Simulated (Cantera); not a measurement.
A freely propagating, adiabatic, planar premixed flame of 41.7 % H2, 9.58 % O2, 48.8 % N2, equivalence ratio 2.2, unburnt at 323 K and 0.120 bar; mixture-averaged transport, grid criteria slope 0.08 and curve 0.16, no radiation.

Computed with Cantera and the H2/O2 subset of GRI-Mech 3.0, which has no nitrogen chemistry. Burning velocities carry a grid error of a few per cent, more on coarse grids.

Problem. Predict: laminar burning velocity; thermal thickness; peak x(OH); peak x(HO2); peak x(O); peak x(H).

Solution. 
* **laminar burning velocity**: 200 cm/s
* **thermal thickness**: 6.11 mm
* **peak x(OH)**: 0.00132
* **peak x(HO2)**: 9.37e-5
* **peak x(O)**: 0.00224
* **peak x(H)**: 0.0818
